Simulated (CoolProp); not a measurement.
R1336mzz(E) at 396.88 K and 3.61 MPa is throttled through a valve to 2.23 MPa with no heat exchange. Each further row changes one setting.

Computed with CoolProp (reference Helmholtz-energy equation of state, Akasaka 2023).

| case | temperature change (K) | final phase | final density (kg/m³) |
|---|---|---|---|
| as stated | -4.4 | two-phase, vapour fraction 0.025 | 791 |
| outlet pressure 0.669 MPa | -57.7 | two-phase, vapour fraction 0.674 | 69.8 |
| outlet pressure 2.9 MPa | -1.6 | liquid | 877 |
